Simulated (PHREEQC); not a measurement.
**Buffer: an equilibrium model**

Dissolve 0.067 mol/kgw NH4Cl, 0.0026 mol/kgw NaF and 0.2 mol/kgw KHCO3 at 80 °C. Closed to the air; pH follows from the charge balance.

Model: ion-association model, phreeqc.dat, run in PHREEQC.

The pH comes out as 7.36 and the ionic strength comes out as 0.259 mol/kgw. The activity of water is 0.991 and the specific conductance is 61300 µS/cm. The density comes out as 0.985 g/cm³ and the total alkalinity is 200 meq/kg.

```
species  molality  activity   log γ
-------  --------  --------  ------
K+          0.200     0.133  -0.178
HCO3-       0.187     0.132  -0.151
Cl-        0.0670    0.0448  -0.175
NH4+       0.0559    0.0350  -0.203
CO2        0.0121    0.0128   0.026
NH3        0.0111    0.0118   0.026
F-        0.00260   0.00171  -0.181
Na+       0.00240   0.00170  -0.150
CO3-2    0.000899  0.000224  -0.603
NaCO3-   0.000104   7.40e-5  -0.148
NaHCO3    9.16e-5   9.72e-5   0.026
(CO2)2    1.07e-5   1.14e-5   0.026
OH-       8.80e-6   5.80e-6  -0.181
NaF       1.58e-6   1.68e-6   0.026
HF        3.15e-7   3.35e-7   0.026
```

Precipitation was switched off in this run. Carbamate, which ammonia and carbonate form, is missing from the database. Constants without temperature data keep their 25 °C values here.
